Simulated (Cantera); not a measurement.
A diamond (100) surface in a fixed gas of H2 with x(CH4) = 0.0031, x(H) = 0.00032, x(CH3) = 2.6e-05, at 1100 K; coverages are run to steady state.

Cantera simulation using the Harris–Goodwin 1993 mechanism for the reconstructed diamond (100) surface; the numbers are that mechanism's predictions, not measurements.

One state of this run: growth (µm/h) = 0.307; θ c6HH = 0.541; θ c6H* = 0.0261; θ c6*H = 0.414; θ c6** = 0.0112; θ c6HM = 0.00518. θ: site fractions in the mechanism's names (c6HH fully hydrogenated, c6H* and c6*H radical sites, c6** diradical, c6HM methylated).

**Question.** Which value of P (Pa) does it belong to?
A) 35000
B) 1700
C) 7800
D) 4700

**Answer.** C, 7800
